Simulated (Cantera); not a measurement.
Input: 1 mol SiC, a varied amount of H₂O, 76 mol N₂, equilibrated at 2023.15 K and 60.0 mbar.

Method: chemical equilibrium by Gibbs-energy minimisation in Cantera with the NASA 1993 tables (ideal gas, pure condensed phases). Candidate condensed phases: C, C₆H₆, C₇H₈, C₈H₁₈, H₂O, Si, SiC, SiO₂, Si₂N₂O, Si₃N₄; 151 gas species. The numbers say what is thermodynamically allowed, not how fast it happens.

**Question.** At 0.0021 mol H₂O, list the 5 most abundant gas species with their mole fractions, and the condensed phases.

**Answer.** N₂ 1.000, Si 6.14e-5, HCN 2.98e-5, CO 2.73e-5, H 1.56e-5. Condensed: SiC(s).
